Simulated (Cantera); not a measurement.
Charge: 1 mol SiCl4, 1.5 mol HCl, 1.2 mol H2, held at 750 K and 100000 Pa.

These are equilibrium values from Cantera (NASA tables, ideal gas, pure condensed phases), not measurements of a reactor. Candidate condensed phases: Si; 19 gas species. The numbers say what is thermodynamically allowed, not how fast it happens.

Base state: HCl 0.406, H2 0.324, SiCl4 0.270, SiHCl3 9.78e-5 (mole fractions); condensed: gas only.

Problem. What changes in the equilibrium state with this change: SiCl4 replaced by Si?

Solution. 
```json
[
 {"species": "H2", "before": "0.324", "after": "0.818"},
 {"species": "SiCl4", "before": "0.270", "after": "0.114"},
 {"species": "SiHCl3", "before": "9.78e-5", "after": "0.0644"},
 {"species": "HCl", "before": "0.406", "after": "0.000657"},
 {"species": "SiH2Cl2", "before": "2.60e-9", "after": "0.00267"},
 {"species": "SiH3Cl", "before": "<1e-9", "after": "2.46e-5"},
 {"species": "SiCl3", "before": "4.05e-8", "after": "1.68e-5"},
 {"species": "Si(s), mol", "before": "0", "after": "0.585"}
]
```
The tables' values for SiCl3 are old estimates; treat these amounts as uncertain.
